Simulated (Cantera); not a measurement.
A freely propagating, adiabatic, planar premixed flame of H2 : O2 : N2 = 1 : 0.2 : 0.752 (molar parts), unburnt at 675 K and 0.197 atm; multicomponent+Soret transport, grid criteria slope 0.08 and curve 0.16, no radiation.

Model: the H2/O2 subset of GRI-Mech 3.0, which has no nitrogen chemistry, integrated in Cantera. Burning velocities carry a grid error of a few per cent, more on coarse grids.

**Question.** Predict: laminar burning velocity; thermal thickness; peak x(H2O2); peak x(HO2); peak x(H).

**Answer.** laminar burning velocity: 843 cm/s
thermal thickness: 3.98 mm
peak x(H2O2): 3.18e-7
peak x(HO2): 4.20e-5
peak x(H): 0.124
